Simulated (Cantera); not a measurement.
An adiabatic, constant-pressure homogeneous reactor starts with 49.2 % H₂, 10.7 % O₂, 40.2 % N₂, equivalence ratio 2.3, at 1723 K and 2.37 atm.

Cantera simulation using the H2/O2 subset of GRI-Mech 3.0, which has no nitrogen chemistry; the numbers are that mechanism's predictions, not measurements. The hydrogen kinetics of GRI-Mech 3.0 are dated; newer H2 mechanisms differ, most at raised pressure.

One state of this run: T (K) = 2899; x H₂ = 0.289; x O₂ = 0.000246; x OH = 0.00939; x HO₂ = 4.11e-7; x H₂O = 0.222; x O = 0.000806. x: mole fraction; the columns are a selection and need not sum to one.

Question: Which value of t (s) does it belong to?
A) 0.186
B) 3.93e-5
C) 6.00e-6
D) 1.54e-5

Answer: A, 0.186
